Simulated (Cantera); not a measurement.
A perfectly stirred reactor is fed with H₂ : O₂ : N₂ = 0.043 : 1 : 0.51 (molar parts), equivalence ratio 0.021, at 20.0 Torr; it is held at 1050 K, and followed from long to short residence time.

Detailed kinetics in Cantera: GRI-Mech 3.0 (53 species, 325 reactions). Radical loss at walls, strong at low pressure, is not modelled.

One state of this run: x H₂ = 0.00174; x O₂ = 0.634; x NO = 3.63e-8; x H = 0.00144; x H₂O₂ = 2.10e-7; x OH = 0.00105. x: mole fraction; the columns are a selection and need not sum to one.

Q: Which value of τ (s) does it belong to?
(A) 0.56
(B) 0.020
(C) 0.35
(D) 0.13

A: B, 0.020
